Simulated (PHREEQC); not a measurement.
Dissolve 25 mmol/kgw H2SO4, 0.42 mmol/kgw Al2(SO4)3 and 63 mmol/kgw Fe2(SO4)3 at 25 °C. Closed to the air; pH follows from the charge balance.

Equilibrium calculation in PHREEQC: ion-association model, wateq4f.dat.

```json
{
 "pH": "1.84",
 "ionic_strength": "0.201 mol/kgw",
 "total_alkalinity": "-302 meq/kg"
}
```

```csv
species,molality,activity,log γ
FeSO4+,0.0887,0.0655,-0.132
SO4-2,0.0437,0.0127,-0.535
HSO4-,0.0246,0.0179,-0.138
Fe(SO4)2-,0.0245,0.0183,-0.127
H+,0.0181,0.0145,-0.098
FeHSO4+2,0.00819,0.00254,-0.509
Fe+3,0.00360,0.000469,-0.885
FeOH+2,0.000701,0.000208,-0.527
AlSO4+,0.000544,0.000396,-0.138
```

No solid was allowed to form. The solution is supersaturated, for example in Hematite (slow to form), Goethite (slow to form), so a real one may precipitate; this is no full list. Species that the database lacks are ignored.
